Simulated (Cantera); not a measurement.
Diamond growth

A diamond (100) surface in a fixed gas of H2 with x(CH4) = 0.0052, x(H) = 0.0049, x(CH3) = 8.7e-05, at 1200 K; coverages are run to steady state.

Detailed kinetics in Cantera: the Harris–Goodwin 1993 mechanism for the reconstructed diamond (100) surface.

```csv
P (Pa),growth (µm/h),θ c6HH,θ c6H*,θ c6*H,θ c6**,θ c6HM
810,0.0901,0.442,0.0383,0.490,0.0291,0.000254
1300,0.180,0.442,0.0382,0.489,0.0291,0.000394
2200,0.404,0.442,0.0382,0.489,0.0291,0.000630
3700,0.918,0.442,0.0382,0.489,0.0290,0.000967
6100,2.02,0.442,0.0382,0.489,0.0290,0.00140
10000,4.28,0.441,0.0382,0.488,0.0290,0.00191
17000,9.20,0.441,0.0383,0.488,0.0290,0.00250
28000,18.0,0.441,0.0384,0.487,0.0290,0.00302
```
θ: site fractions in the mechanism's names (c6HH fully hydrogenated, c6H* and c6*H radical sites, c6** diradical, c6HM methylated).
